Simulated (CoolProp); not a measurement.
R1336mzz(Z) along the isotherm 378.3 K: Z from the reference equation and from simpler models built on Tc = 444.5 K, pc = 2904 kPa, ω = 0.386; each cubic takes its own stable root.

Model: reference Helmholtz-energy equation of state, McLinden 2020, in CoolProp.

```json
[
 {"p (kPa)": "45.9", "phase": "gas", "reference": "0.9898"},
 {"p (kPa)": "71.5", "phase": "gas", "reference": "0.9840"},
 {"p (kPa)": "111", "phase": "gas", "reference": "0.9750"},
 {"p (kPa)": "173", "phase": "gas", "reference": "0.9605"},
 {"p (kPa)": "270", "phase": "gas", "reference": "0.9371"},
 {"p (kPa)": "420", "phase": "gas", "reference": "0.8988"},
 {"p (kPa)": "654", "phase": "gas", "reference": "0.8319"},
 {"p (kPa)": "1020", "phase": "liquid", "reference": "0.04740"},
 {"p (kPa)": "1590", "phase": "liquid", "reference": "0.07347"},
 {"p (kPa)": "2470", "phase": "liquid", "reference": "0.1132"},
 {"p (kPa)": "3850", "phase": "liquid", "reference": "0.1745"},
 {"p (kPa)": "5990", "phase": "liquid", "reference": "0.2674"},
 {"p (kPa)": "9320", "phase": "liquid", "reference": "0.4080"},
 {"p (kPa)": "14500", "phase": "liquid", "reference": "0.6194"}
]
```

How far does each simpler model (van der Waals, Peng-Robinson) lie from the reference over these 14 states: mean and median of the absolute difference, and the worst?


- van der Waals: mean 146.7 %, median 32.9 %, worst +1623.6 % at 378.3 K and 1020 kPa
- Peng-Robinson: mean 2.3 %, median 1.4 %, worst +6.3 % at 378.3 K and 1020 kPa

At some of these states van der Waals gives the other phase, because its saturation line lies elsewhere.
